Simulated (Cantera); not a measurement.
A closed system holds: 1 mol Si, 4.7 mol H2O, 56 mol N2, equilibrated at 1250 K and 24.0 Torr.

These are equilibrium values from Cantera (NASA tables, ideal gas, pure condensed phases), not measurements of a reactor. Candidate condensed phases: H2O, Si, SiO2, Si2N2O, Si3N4; 35 gas species. The tables hold silica as quartz up to 1696 K and as liquid above; real silica turns to tridymite and cristobalite and melts near 1996 K. Rates play no part.

Base state: N2 0.923, H2O 0.0445, H2 0.0329 (mole fractions); condensed: SiO2(β-quartz).

What changes in the equilibrium state with this change: Si replaced by Si3N4?


| species | before | after |
|---|---|---|
| N2 | 0.923 | 0.925 |
| H2 | 0.0329 | 0.0755 |
| H2O | 0.0445 | 9.44e-6 |
| SiO2(β-quartz), mol | 1.00 | 2.13 |
| Si2N2O(s), mol | 0 | 0.434 |
Mutual solubility and eutectic melting of coexisting phases are not modelled.
